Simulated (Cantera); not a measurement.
A freely propagating, adiabatic, planar premixed flame of 11.3 % CH₄, 18.9 % O₂, 69.8 % N₂, equivalence ratio 1.2, unburnt at 375 K and 7050 Torr; unity-Lewis-number transport, grid criteria slope 0.08 and curve 0.16, no radiation.

Model: GRI-Mech 3.0 (53 species, 325 reactions), integrated in Cantera. Unity Lewis numbers drop preferential diffusion, which matters most where H2 and H carry the flame. Burning velocities carry a grid error of a few per cent, more on coarse grids.

x: mole fraction of selected species; z is measured from the peak of heat release.

| z (mm) | T (K) | u (m/s) | x CH₄ | x O₂ | x C₂H₂ | x CH₂ | x NO | x C₂H₆ |
|---|---|---|---|---|---|---|---|---|
| -0.437 | 376 | 0.126 | 0.113 | 0.189 | 3.51e-7 | <1e-8 | <1e-8 | [?] |
| -0.292 | 387 | 0.130 | 0.112 | 0.188 | 4.67e-6 | <1e-8 | 3.59e-8 | [?] |
| -0.219 | 423 | 0.142 | 0.110 | 0.185 | 1.91e-5 | <1e-8 | 1.78e-7 | [?] |
| -0.146 | 617 | 0.208 | 0.0984 | 0.167 | 9.88e-5 | <1e-8 | 1.88e-6 | [?] |
| -0.0729 | 1204 | 0.411 | 0.0585 | 0.106 | 0.000368 | <1e-8 | 1.95e-5 | 0.000640 |
| -0.0365 | 1643 | 0.568 | 0.0271 | 0.0577 | 0.000611 | 6.42e-7 | 4.22e-5 | 0.000669 |
| 0 | 2033 | 0.709 | 0.00370 | 0.0149 | 0.000703 | 2.46e-5 | 6.95e-5 | [?] |
| 0.0365 | 2160 | 0.753 | 0.000121 | 0.00202 | 9.98e-5 | 5.05e-6 | 0.000104 | [?] |
| 0.0729 | 2186 | 0.761 | 7.56e-6 | 0.000463 | 1.19e-5 | 3.16e-7 | 0.000119 | <1e-8 |
| 0.146 | 2201 | 0.766 | 4.27e-7 | 8.98e-5 | 9.76e-7 | <1e-8 | 0.000127 | <1e-8 |
| 0.292 | 2207 | 0.767 | 4.24e-8 | 1.98e-5 | 8.96e-8 | <1e-8 | 0.000130 | <1e-8 |
| 0.583 | 2209 | 0.768 | <1e-8 | 9.54e-6 | <1e-8 | <1e-8 | 0.000130 | <1e-8 |
| 1.17 | 2209 | 0.768 | <1e-8 | 8.38e-6 | <1e-8 | <1e-8 | 0.000129 | <1e-8 |

Q: Fill in the missing entries.

A: 
- -0.437, x C₂H₆: 6.34e-7
- -0.292, x C₂H₆: 8.44e-6
- -0.219, x C₂H₆: 3.44e-5
- -0.146, x C₂H₆: 0.000178
- 0, x C₂H₆: 3.89e-5
- 0.0365, x C₂H₆: 5.35e-8
